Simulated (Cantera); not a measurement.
Feed: 1 mol CH₃SiCl₃, 0.11 mol C₃H₈, 14 mol H₂, at 218 Torr.

Equilibrium computed with Cantera from the NASA thermochemical tables; the gas is ideal and each condensed phase is pure. Candidate condensed phases: C, C₆H₆, C₇H₈, C₈H₁₈, Si, SiC; 109 gas species. The feed counts by its element totals alone. The tables' values for SiCl, SiCl₃ are old estimates; treat these amounts as uncertain. Gases not in the tables: Si₂H₆ and higher silanes. Kinetics and transport are ignored. All values below are at 2350 K.

Base state: H₂ 0.811, HCl 0.151, H 0.0209, SiCl₂ 0.00773, C₂H₂ (acetylene) 0.00448, Cl 0.00278, Si 0.000816, SiCl 0.000519 (mole fractions); condensed: C(graphite) + SiC(s).

Q: What changes in the equilibrium state with this change: CH₃SiCl₃ replaced by Si(CH₃)₄?

A: 
| species | before | after |
|---|---|---|
| H₂ | 0.811 | 0.970 |
| H | 0.0209 | 0.0228 |
| C₂H₂ (acetylene) | 0.00448 | 0.00535 |
| HCl | 0.151 | 0 |
| SiCl₂ | 0.00773 | 0 |
| Si | 0.000816 | 0.000816 |
| Cl | 0.00278 | 0 |
| SiCl | 0.000519 | 0 |
| SiCl₃ | 5.66e-5 | 0 |
| CH₄ | 3.72e-5 | 5.32e-5 |
| CH₃ | 1.78e-5 | 2.32e-5 |
| C(graphite), mol | 0.333 | 3.13 |
| SiC(s), mol | 0.830 | 0.972 |
